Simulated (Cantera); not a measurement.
Input (Python, Cantera) and output of one run.

```python
import numpy as np
import cantera as ct

gas_names = """
    Electron N N+ N- N2 N2+ N2- Zr ZrN
""".split()
cond_names = """
    Zr(a) Zr(b) Zr(L) ZrN(s) ZrN(L)
""".split()


# ... load() reads the species with a 1 bar reference pressure and builds the phases ...
atoms = {
    'ZrN': {'Zr': 1, 'N': 1},
    'N2': {'N': 2},
}
top_T = {}  # K; cautious upper limits of use, not melting points


# ... equilibrate(T, P, feed) seeds the gas with the atoms and calls Mixture.equilibrate('TP', solver="vcs", rtol=1e-11, max_steps=5000) ...
results = []
feed = {'ZrN': 1, 'N2': 0.16}  # mol
P = 740  # Pa
for T in [2000, 2250, 2500, 2750, 3000, 3250, 3500, 3750, 4000, 4250, 4500, 4750, 5000]:
    mix = equilibrate(T, P, feed)
    results.append((T, P, feed, dict(zip(mix.species_names, mix.species_moles))))

top = {s: max(r[3][s] / sum(r[3][g] for g in gas_names) for r in results) for s in gas_names}
cols = sorted((s for s in top if top[s] > 0.0001), key=lambda s: -top[s])[:6]
seen = [c for c in cond_names if any(r[3].get(c, 0) > 1e-12 for r in results)]
print("log10 of partial pressures in bar; condensed amounts in mol")
print(f"{'T/K':>10s}" + "".join(f"{s[:9]:>10s}" for s in cols + seen))
for T, P, feed, n in results:
    ng = sum(n[g] for g in gas_names)
    print(f"{T:10.4g}" + "".join(f"{np.log10(max(n[s] / ng * P / 1e5, 1e-99)):10.3f}" for s in cols)
          + "".join(f"{n.get(c, 0):10.4g}" for c in seen))
```

It prints:

```
log10 of partial pressures in bar; condensed amounts in mol
       T/K        N2        Zr         N     Zr(L)    ZrN(s)
      2000    -2.131   -12.299   -10.110         0         1
      2250    -2.131    -9.522    -8.716         0         1
      2500    -2.131    -7.308    -7.600         0         1
      2750    -2.131    -5.503    -6.685         0    0.9999
      3000    -2.137    -4.003    -5.925         0    0.9978
      3250    -2.237    -2.796    -5.328    0.8178         0
      3500    -2.533    -2.351    -4.921         0         0
      3750    -2.535    -2.352    -4.440         0         0
      4000    -2.541    -2.354    -4.021         0         0
      4250    -2.555    -2.357    -3.655         0         0
      4500    -2.582    -2.365    -3.337         0         0
      4750    -2.631    -2.377    -3.064         0         0
      5000    -2.715    -2.396    -2.837         0         0
```

Method: chemical equilibrium by Gibbs-energy minimisation in Cantera with the NASA 1993 tables (ideal gas, pure condensed phases). ZrN: taken at fixed stoichiometry. Condensed phases not in the tables: N, O or C dissolved in the metal.
